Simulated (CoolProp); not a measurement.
Vapour-liquid equilibrium of acetone (1) + cyclohexane (2) at 149.65 °C; x and y are mole fractions of (1).

Values from CoolProp's multi-fluid Helmholtz-energy mixture model, Lemmon 2006 and Zhou 2014; pair parameters Bell 2016.

Q: Give the bubble pressure and the first vapour's composition at x = 0.35, 0.5, 0.95. Is there an azeotrope?

A: x = 0.35: 1010 kPa, y = 0.547; x = 0.5: 1085 kPa, y = 0.629; x = 0.95: 1149 kPa, y = 0.942. y crosses x between x = 0.8 and 0.95: the model has an azeotrope there.

Pair parameters are fitted to limited data, so mixtures are less certain than the pure fluids.
